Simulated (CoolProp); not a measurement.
Aqueous propylene glycol as a coolant, 26 % by mass, freezing at -10.4 °C, 1 atm.

Values from CoolProp's Melinder's fits for secondary coolants.

```
T (°C)  cp (kJ/(kg K))  density (kg/m³)  viscosity (mPa s)  conductivity (W/(m K))
------  --------------  ---------------  -----------------  ----------------------
-6.5             3.843             1028                [?]                   0.440
-0.8             3.857             1027                [?]                   0.445
4.9              3.871             1026               4.62                   0.450
10.6             3.885             1024                [?]                   0.455
16.3             3.899             1022               2.90                     [?]
22               3.913             1019               2.37                   0.465
27.7               [?]             1017               1.97                   0.470
33.4             3.941             1014               1.66                   0.475
39.1             3.955             1011               1.43                   0.480
```

Q: Some entries are withheld; supply them.

A: 
- -6.5, viscosity (mPa s): 8.05
- -0.8, viscosity (mPa s): 6.03
- 10.6, viscosity (mPa s): 3.63
- 16.3, conductivity (W/(m K)): 0.460
- 27.7, cp (kJ/(kg K)): 3.927
